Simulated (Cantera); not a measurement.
Input: 1 mol TiO2, 17 mol CO, 0.14 mol H2, equilibrated at 10.0 Torr.

Method: chemical equilibrium by Gibbs-energy minimisation in Cantera with the NASA 1993 tables (ideal gas, pure condensed phases). Candidate condensed phases: C, C6H6, C7H8, C8H18, H2O, Ti, TiC, TiO, TiO2, Ti2O3, Ti3O5, Ti4O7; 113 gas species. Condensed phases not in the tables: Magnéli phases beyond Ti4O7. Equilibrium is a limit: real reactors are often held back by kinetics, nucleation or transport.

### Question
At 1527 °C, list the 5 most abundant gas species with their mole fractions, and the condensed phases.

### Answer
CO 0.978, CO2 0.0142, H2 0.00761, H2O 0.000421, H 0.000271. Condensed: Ti4O7(s).
